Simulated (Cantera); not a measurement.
Equilibrium for roasting and sulfation: Na2CO3 + SO3 + O2

Feed: 1 mol Na2CO3, 1.2 mol SO3, 0.52 mol O2, at 0.133 bar.

Equilibrium computed with Cantera from the NASA thermochemical tables; the gas is ideal and each condensed phase is pure. Candidate condensed phases: C, Na, NaO2, Na2CO3, Na2O, Na2O2, Na2S, Na2SO4, S; 27 gas species. Condensed phases not in the tables: pyrosulfates. The numbers say what is thermodynamically allowed, not how fast it happens.

From 802 °C to 852 °C the condensed part is Na2SO4(s). From 902 °C to 1352 °C the condensed part is Na2SO4(l). The main Na-bearing gas is Na2SO4 throughout.

| T (°C) | x CO2 | x O2 | x SO2 | x SO3 | n Na2SO4(s) | n Na2SO4(l) |
|---|---|---|---|---|---|---|
| 802 | 0.554 | 0.335 | 0.0948 | 0.0160 | 1.00 | 0 |
| 852 | 0.552 | 0.337 | 0.100 | 0.0104 | 1.00 | 0 |
| 902 | 0.551 | 0.338 | 0.103 | 0.00694 | 0 | 1.000 |
| 952 | 0.551 | 0.339 | 0.105 | 0.00473 | 0 | 1.000 |
| 1002 | 0.550 | 0.340 | 0.107 | 0.00330 | 0 | 1.000 |
| 1052 | 0.550 | 0.340 | 0.108 | 0.00236 | 0 | 1.000 |
| 1102 | 0.550 | 0.340 | 0.108 | 0.00173 | 0 | 1.000 |
| 1152 | 0.550 | 0.340 | 0.109 | 0.00130 | 0 | 1.000 |
| 1202 | 0.550 | 0.340 | 0.109 | 0.000987 | 0 | 1.000 |
| 1252 | 0.549 | 0.340 | 0.109 | 0.000766 | 0 | 0.999 |
| 1302 | 0.549 | 0.340 | 0.109 | 0.000604 | 0 | 0.999 |
| 1352 | 0.549 | 0.340 | 0.109 | 0.000483 | 0 | 0.998 |
x: gas mole fraction; n: condensed amount in mol.
